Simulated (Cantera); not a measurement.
An adiabatic, constant-volume homogeneous reactor starts with CH₄ : O₂ : N₂ = 1 : 2.41 : 9.06 (molar parts), equivalence ratio 0.83, at 1773 K and 21.0 bar.

Model: GRI-Mech 3.0 (53 species, 325 reactions), integrated in Cantera. The pressure lies above the range GRI-Mech 3.0 was tuned for (to about 10 atm). Above 3000 K some thermodynamic fits are extrapolated.

x: mole fraction; the columns are a selection and need not sum to one.

```tsv
t (s)	T (K)	P (bar)	x CH₄	x O₂	x NO	x H₂O₂	x H	x HO₂	x HCO
4.00e-6	1778	21.1	0.0781	0.192	6.56e-11	2.30e-6	3.42e-6	6.30e-5	2.52e-7
1.33e-5	3209	39.2	<1e-12	[?]	[?]	[?]	0.00445	[?]	2.99e-7
4.39e-5	3183	38.9	<1e-12	0.0329	0.0200	3.37e-6	0.00422	4.14e-5	2.90e-7
0.000145	3180	38.8	<1e-12	0.0322	0.0216	3.32e-6	0.00419	4.06e-5	2.89e-7
0.000482	3180	38.8	<1e-12	0.0322	0.0216	3.32e-6	0.00419	4.06e-5	2.89e-7
0.00160	3180	38.8	<1e-12	0.0322	0.0216	3.32e-6	0.00419	4.06e-5	2.89e-7
0.00529	3180	38.8	<1e-12	0.0322	0.0216	3.32e-6	0.00419	4.06e-5	2.89e-7
0.0175	3180	38.8	<1e-12	0.0322	0.0216	3.32e-6	0.00419	4.06e-5	2.89e-7
0.0581	3180	38.8	<1e-12	0.0322	0.0216	3.32e-6	0.00419	4.06e-5	2.89e-7
0.192	3180	38.8	<1e-12	0.0322	0.0216	3.32e-6	0.00419	4.06e-5	2.89e-7
0.638	3180	38.8	<1e-12	0.0322	0.0216	3.32e-6	0.00419	4.06e-5	2.89e-7
2.11	3180	38.8	<1e-12	0.0322	0.0216	3.32e-6	0.00419	4.06e-5	2.89e-7
7.00	3180	38.8	<1e-12	0.0322	0.0216	3.32e-6	0.00419	4.06e-5	2.89e-7
```

Problem. Some entries are withheld; supply them.

Solution. 
- 1.33e-5, x O₂: 0.0394
- 1.33e-5, x NO: 0.00453
- 1.33e-5, x H₂O₂: 3.80e-6
- 1.33e-5, x HO₂: 4.94e-5
